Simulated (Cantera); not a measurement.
What does this Cantera script print?

```python
import numpy as np
import cantera as ct

gas_names = """
    CL CL2 H HCL H2 N NH NH2 NH3 N2 N2H2 N2H4 Si SiCL SiCL2 SiCL3 SiCL4 SiH SiHCL3 SiH2 SiH2CL2 SiH3
    SiH3CL SiH4 SiN Si2 Si2N Si3
""".split()
cond_names = """
    NH4CL(a) NH4CL(b) Si(cr) Si(L) Si3N4(a)
""".split()


# ... load() reads the species with a 1 bar reference pressure and builds the phases ...
atoms = {
    'SiH2Cl2': {'Si': 1, 'H': 2, 'CL': 2},
    'NH3': {'N': 1, 'H': 3},
    'H2': {'H': 2},
}
top_T = {'Si3N4(a)': 2400}  # K; cautious upper limits of use, not melting points


# ... equilibrate(T, P, feed) seeds the gas with the atoms and calls Mixture.equilibrate('TP', solver="vcs", rtol=1e-11, max_steps=5000) ...
results = []
feed = {'SiH2Cl2': 1, 'NH3': 3.9, 'H2': 1.7}  # mol
P = 19000  # Pa
for T in [800, 900, 1000, 1100, 1200, 1300, 1400, 1500, 1600, 1700, 1800, 1900, 2000, 2100]:
    mix = equilibrate(T, P, feed)
    results.append((T, P, feed, dict(zip(mix.species_names, mix.species_moles))))

top = {s: max(r[3][s] / sum(r[3][g] for g in gas_names) for r in results) for s in gas_names}
cols = sorted((s for s in top if top[s] > 1e-06), key=lambda s: -top[s])[:6]
seen = [c for c in cond_names if any(r[3].get(c, 0) > 1e-12 for r in results)]
print("log10 of partial pressures in bar; condensed amounts in mol")
print(f"{'T/K':>10s}" + "".join(f"{s[:9]:>10s}" for s in cols + seen))
for T, P, feed, n in results:
    ng = sum(n[g] for g in gas_names)
    print(f"{T:10.4g}" + "".join(f"{np.log10(max(n[s] / ng * P / 1e5, 1e-99)):10.3f}" for s in cols)
          + "".join(f"{n.get(c, 0):10.4g}" for c in seen))
```

It prints:

```
log10 of partial pressures in bar; condensed amounts in mol
       T/K        H2       HCL        N2     SiCL2         H     SiCL4     Si(L)  Si3N4(a)
       800    -0.873    -1.488    -1.639   -11.443   -11.975    -3.185         0    0.3209
       900    -0.875    -1.476    -1.642    -9.485   -10.370    -3.384         0    0.3254
      1000    -0.876    -1.469    -1.644    -7.927    -9.082    -3.551         0    0.3278
      1100    -0.877    -1.466    -1.645    -6.660    -8.026    -3.691         0    0.3292
      1200    -0.877    -1.464    -1.645    -5.610    -7.143    -3.809         0    0.3299
      1300    -0.877    -1.463    -1.645    -4.728    -6.395    -3.914         0    0.3299
      1400    -0.877    -1.465    -1.644    -3.982    -5.751    -4.015         0    0.3281
      1500    -0.876    -1.475    -1.640    -3.357    -5.193    -4.138         0    0.3211
      1600    -0.875    -1.504    -1.629    -2.858    -4.702    -4.329         0    0.3023
      1700    -0.871    -1.561    -1.610    -2.494    -4.267    -4.638         0    0.2669
      1800    -0.868    -1.648    -1.586    -2.250    -3.880    -5.064         0    0.2202
      1900    -0.880    -1.733    -1.492    -2.153    -3.541    -5.562    0.5626         0
      2000    -0.882    -1.717    -1.493    -2.173    -3.230    -5.943     0.579         0
      2100    -0.885    -1.706    -1.494    -2.195    -2.949    -6.291    0.5878         0
```

These are equilibrium values from Cantera (NASA tables, ideal gas, pure condensed phases), not measurements of a reactor. The tables' values for SiCl3, SiCl, SiN are old estimates; treat these amounts as uncertain. Gases not in the tables: Si2H6 and higher silanes.
